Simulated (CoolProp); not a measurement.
Properties of chlorine along the isotherm 426.6 K.

The numbers come from the reference Helmholtz-energy equation of state, Thol 2021 in CoolProp.

```tsv
p (MPa)	phase	Z	fugacity coefficient
0.0632	gas	0.9976	0.9976
0.13	gas	0.9950	0.9950
0.267	gas	0.9896	0.9897
0.548	gas	0.9785	0.9789
1.12	gas	___	0.9570
2.31	gas	0.9042	___
4.74	gas	0.7817	0.8202
9.74	supercritical	___	___
20	supercritical	___	0.3664
```

Q: Fill in the missing entries.

A: 
- 1.12, Z: 0.9553
- 2.31, fugacity coefficient: 0.9118
- 9.74, Z: 0.2416
- 9.74, fugacity coefficient: 0.6067
- 20, Z: 0.3865
